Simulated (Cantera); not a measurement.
A freely propagating, adiabatic, planar premixed flame of 10.4 % CH4, 18.8 % O2, 70.8 % N2, unburnt at 600 K and 750 Torr; mixture-averaged transport, grid criteria slope 0.08 and curve 0.16, no radiation.

Model: GRI-Mech 3.0 (53 species, 325 reactions), integrated in Cantera. Burning velocities carry a grid error of a few per cent, more on coarse grids.

x: mole fraction of selected species; z is measured from the peak of heat release.

| z (mm) | T (K) | u (m/s) | x CH4 | x O2 | x HCN | x H2 | x CO | x C2H2 |
|---|---|---|---|---|---|---|---|---|
| -0.980 | 600 | 1.31 | 0.103 | 0.188 | <1e-8 | 0.00113 | 2.15e-6 | <1e-8 |
| -0.654 | 602 | 1.31 | 0.103 | 0.188 | <1e-8 | 0.00334 | 2.88e-5 | 3.48e-8 |
| -0.490 | 609 | 1.33 | 0.102 | 0.187 | <1e-8 | 0.00635 | 0.000184 | 2.86e-7 |
| -0.327 | 663 | 1.46 | 0.0978 | 0.182 | 8.56e-8 | 0.0125 | 0.00159 | 3.52e-6 |
| -0.163 | 1047 | 2.35 | 0.0706 | 0.150 | 1.29e-6 | 0.0233 | 0.0156 | 5.41e-5 |
| -0.0817 | 1461 | 3.32 | 0.0390 | 0.108 | 3.60e-6 | 0.0290 | 0.0356 | 0.000166 |
| 0 | 1846 | 4.23 | 0.00983 | 0.0587 | 7.71e-6 | 0.0302 | 0.0568 | 0.000302 |
| 0.0817 | 2014 | 4.62 | 0.000869 | 0.0292 | 7.74e-6 | 0.0252 | 0.0595 | 8.07e-5 |
| 0.163 | 2057 | 4.71 | 3.90e-5 | 0.0183 | 3.73e-6 | 0.0218 | 0.0522 | 4.34e-6 |
| 0.327 | 2096 | 4.77 | 8.09e-8 | 0.0131 | 5.89e-7 | 0.0210 | 0.0432 | <1e-8 |
| 0.654 | 2145 | 4.86 | <1e-8 | 0.0109 | 3.00e-8 | 0.0206 | 0.0389 | <1e-8 |
| 1.31 | 2207 | 4.98 | <1e-8 | ? | <1e-8 | 0.0191 | 0.0369 | <1e-8 |
| 2.61 | 2272 | 5.11 | <1e-8 | ? | <1e-8 | ? | 0.0348 | <1e-8 |

Task: Complete the blanks.

Result: 
- 1.31, x O2: 0.00878
- 2.61, x O2: 0.00649
- 2.61, x H2: 0.0171
